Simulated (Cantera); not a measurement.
A Cantera script and what it prints.

```python
import numpy as np
import cantera as ct

gas_names = """
    B BCL BCL2 BCL3 BH BH2 BH3 BN B2 CL CL2 H HCL H2 N NH NH2 NH3 N2 N2H2 N2H4
""".split()
cond_names = """
    B(b) B(L) BN(s) NH4CL(a) NH4CL(b)
""".split()


# ... load() reads the species with a 1 bar reference pressure and builds the phases ...
atoms = {
    'BCl3': {'B': 1, 'CL': 3},
    'NH3': {'N': 1, 'H': 3},
}
top_T = {'BN(s)': 3200}  # K; cautious upper limits of use, not melting points


# ... equilibrate(T, P, feed) seeds the gas with the atoms and calls Mixture.equilibrate('TP', solver="vcs", rtol=1e-11, max_steps=5000) ...
results = []
T = 1500  # K
P = 133.322  # Pa
for m in [0.52, 1.2, 1.9, 2.5, 3.2, 3.8, 4.5, 5.2, 5.8, 6.5, 7.2, 7.8, 8.5]:
    feed = {'BCl3': 1, 'NH3': m}  # mol
    mix = equilibrate(T, P, feed)
    results.append((T, P, feed, dict(zip(mix.species_names, mix.species_moles))))
    x = sorted(zip(gas.X, gas.species_names), reverse=True)
    print(f"T = {T:g} K  P = {P:g} Pa  n(NH3) = {m:g} mol  gas = {mix.phase_moles(0):.4g} mol")
    print("   x: " + "  ".join(f"{s} {v:.3e}" for v, s in x if v > 0.001))
    print("   condensed (mol): " + ("  ".join(f"{mix.phase(i).name} {mix.phase_moles(i):.4g}"
          for i in range(1, mix.n_phases) if mix.phase_moles(i) > 1e-12) or "none"))
```

Output:

```
T = 1500 K  P = 133.322 Pa  n(NH3) = 0.52 mol  gas = 2.046 mol
   x: HCL 7.123e-01  BCL3 2.490e-01  H2 2.510e-02  N2 8.697e-03  BCL2 2.405e-03  CL 1.747e-03
   condensed (mol): BN(s) 0.4844
T = 1500 K  P = 133.322 Pa  n(NH3) = 1.2 mol  gas = 3.403 mol
   x: HCL 8.248e-01  H2 1.164e-01  N2 3.879e-02  BCL3 1.833e-02
   condensed (mol): BN(s) 0.936
T = 1500 K  P = 133.322 Pa  n(NH3) = 1.9 mol  gas = 4.802 mol
   x: HCL 6.202e-01  H2 2.833e-01  N2 9.442e-02  BCL3 1.316e-03
   condensed (mol): BN(s) 0.9932
T = 1500 K  P = 133.322 Pa  n(NH3) = 2.5 mol  gas = 6.002 mol
   x: HCL 4.983e-01  H2 3.755e-01  N2 1.252e-01
   condensed (mol): BN(s) 0.9974
T = 1500 K  P = 133.322 Pa  n(NH3) = 3.2 mol  gas = 7.402 mol
   x: H2 4.460e-01  HCL 4.046e-01  N2 1.487e-01
   condensed (mol): BN(s) 0.9987
T = 1500 K  P = 133.322 Pa  n(NH3) = 3.8 mol  gas = 8.602 mol
   x: H2 4.883e-01  HCL 3.483e-01  N2 1.628e-01
   condensed (mol): BN(s) 0.9991
T = 1500 K  P = 133.322 Pa  n(NH3) = 4.5 mol  gas = 10 mol
   x: H2 5.248e-01  HCL 2.996e-01  N2 1.750e-01
   condensed (mol): BN(s) 0.9994
T = 1500 K  P = 133.322 Pa  n(NH3) = 5.2 mol  gas = 11.4 mol
   x: H2 5.524e-01  HCL 2.629e-01  N2 1.842e-01
   condensed (mol): BN(s) 0.9995
T = 1500 K  P = 133.322 Pa  n(NH3) = 5.8 mol  gas = 12.6 mol
   x: H2 5.712e-01  HCL 2.378e-01  N2 1.904e-01
   condensed (mol): BN(s) 0.9996
T = 1500 K  P = 133.322 Pa  n(NH3) = 6.5 mol  gas = 14 mol
   x: H2 5.890e-01  HCL 2.141e-01  N2 1.964e-01
   condensed (mol): BN(s) 0.9997
T = 1500 K  P = 133.322 Pa  n(NH3) = 7.2 mol  gas = 15.4 mol
   x: H2 6.036e-01  N2 2.013e-01  HCL 1.946e-01
   condensed (mol): BN(s) 0.9997
T = 1500 K  P = 133.322 Pa  n(NH3) = 7.8 mol  gas = 16.6 mol
   x: H2 6.142e-01  N2 2.048e-01  HCL 1.806e-01
   condensed (mol): BN(s) 0.9998
T = 1500 K  P = 133.322 Pa  n(NH3) = 8.5 mol  gas = 18 mol
   x: H2 6.247e-01  N2 2.083e-01  HCL 1.665e-01
   condensed (mol): BN(s) 0.9998
```

Equilibrium computed with Cantera from the NASA thermochemical tables; the gas is ideal and each condensed phase is pure. The tables' values for BCl2, BCl are old estimates; treat these amounts as uncertain. Gases not in the tables: BHCl2.
